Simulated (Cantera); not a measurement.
An isothermal, constant-pressure homogeneous reactor starts with NO : N2 = 1 : 0.72 (molar parts), at 1825 K and 135 Torr. Integrator tolerance rtol = 1e-08.

Detailed kinetics in Cantera: GRI-Mech 3.0 (53 species, 325 reactions).

Q: What does this change do: temperature 1825 to 1650 K?

A: 
```
quantity                                             before                                     after
----------------  -----------------------------------------  ----------------------------------------
x(NO) at 10.0 s       0.306 (gas-phase equilibrium 0.00503)     0.520 (gas-phase equilibrium 0.00266)
x(O2) at 10.0 s         0.137 (gas-phase equilibrium 0.288)      0.0303 (gas-phase equilibrium 0.289)
x(N2) at 10.0 s         0.556 (gas-phase equilibrium 0.707)       0.449 (gas-phase equilibrium 0.708)
x(N2O) at 10.0 s    3.40e-5 (gas-phase equilibrium 1.16e-7)   9.55e-5 (gas-phase equilibrium 6.32e-8)
x(NO2) at 10.0 s   0.000249 (gas-phase equilibrium 5.95e-6)  0.000304 (gas-phase equilibrium 4.68e-6)
x(O) at 10.0 s    0.000139 (gas-phase equilibrium 0.000196)   1.19e-5 (gas-phase equilibrium 3.30e-5)
```

Q: What does this change do: temperature 1825 to 1873 K?

A: 
```
quantity                                             before                                      after
----------------  -----------------------------------------  -----------------------------------------
x(NO) at 10.0 s       0.306 (gas-phase equilibrium 0.00503)      0.207 (gas-phase equilibrium 0.00587)
x(O2) at 10.0 s         0.137 (gas-phase equilibrium 0.288)        0.187 (gas-phase equilibrium 0.288)
x(N2) at 10.0 s         0.556 (gas-phase equilibrium 0.707)        0.606 (gas-phase equilibrium 0.706)
x(N2O) at 10.0 s    3.40e-5 (gas-phase equilibrium 1.16e-7)    1.54e-5 (gas-phase equilibrium 1.34e-7)
x(NO2) at 10.0 s   0.000249 (gas-phase equilibrium 5.95e-6)   0.000179 (gas-phase equilibrium 6.30e-6)
x(O) at 10.0 s    0.000139 (gas-phase equilibrium 0.000196)  0.000246 (gas-phase equilibrium 0.000301)
```
